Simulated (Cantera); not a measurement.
An adiabatic, constant-pressure homogeneous reactor starts with 4.57 % CH4, 0.320 % C2H6, 19.4 % O2, 72.7 % N2, 3.06 % H2O, at 1675 K and 17.0 bar.

Model: GRI-Mech 3.0 (53 species, 325 reactions), integrated in Cantera. The pressure lies above the range GRI-Mech 3.0 was tuned for (to about 10 atm).

One state of this run: T (K) = 2115; x CH4 = 0.00564; x C2H6 = 4.70e-5; x O2 = 0.133; x HCN = 3.12e-7; x HCO = 4.97e-5. x: mole fraction; the columns are a selection and need not sum to one.

Which value of t (s) does it belong to?
(A) 0.000301
(B) 1.18e-5
(C) 0.577
(D) 3.47e-5

B, 1.18e-5
